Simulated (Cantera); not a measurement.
Feed: 1 mol Pb, 0.9 mol CO, 0.53 mol H2, at 923 K and 2.10 bar.

These are equilibrium values from Cantera (NASA tables, ideal gas, pure condensed phases), not measurements of a reactor. Candidate condensed phases: C, C6H6, C7H8, C8H18, H2O, Pb, PbO, PbO2, Pb3O4; 113 gas species. Kinetics and transport are ignored.

**Question.** What is the equilibrium state?

**Answer.** 
| Property | Value |
|---|---|
| x(H2) | 0.287 |
| x(CO2) | 0.277 |
| x(CO) | 0.204 |
| x(H2O) | 0.191 |
| x(CH4) | 0.0404 |
| x(Pb) | 1.21e-6 |
| n(C(graphite)) | 0.405 mol |
| n(Pb(l)) | 1.000 mol |
| gas amount | 0.9483 mol |
| log10 activity of PbO2(s) (absent) | -17.36 |
